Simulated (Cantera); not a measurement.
Input: 1 mol MgO, 0.052 mol SO₂, 0.29 mol O₂, held at 1300 K.

Cantera equilibrium calculation (NASA polynomials, part measured and part estimated; ideal gas, pure solids and liquids). Candidate condensed phases: Mg, MgO, MgS, MgSO₄, S; 14 gas species. The numbers say what is thermodynamically allowed, not how fast it happens.

At 30.0 mbar, list the 3 most abundant gas species with their mole fractions, and the condensed phases.

O₂ 0.848, SO₂ 0.149, SO₃ 0.00291. Condensed: MgO(s).
